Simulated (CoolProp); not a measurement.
Properties of isopentane along the isobar 15.6 bar.

Computed with CoolProp (reference Helmholtz-energy equation of state, Lemmon 2006). It is a short technical equation, of lower accuracy than the large ones.

```tsv
T (°C)	phase	density (kg/m³)	speed of sound (m/s)	expansivity (1/kK)
-125.95	liquid	756.2	1788	1.232
-98.15	liquid	730.7	1613	1.235
-70.25	liquid	705.7	1453	1.268
-42.35	liquid	680.6	1304	1.329
-14.45	liquid	655.0	1164	1.421
13.45	liquid	628.5	1030	1.554
41.35	liquid	600.3	898.6	1.746
69.25	liquid	569.6	768.1	2.038
97.05	liquid	535.0	634.9	2.520
124.95	liquid	492.8	490.7	3.499
152.85	gas	42.77	171.8	6.349
180.75	gas	36.94	192.5	4.447
208.65	gas	33.08	208.0	3.551
```
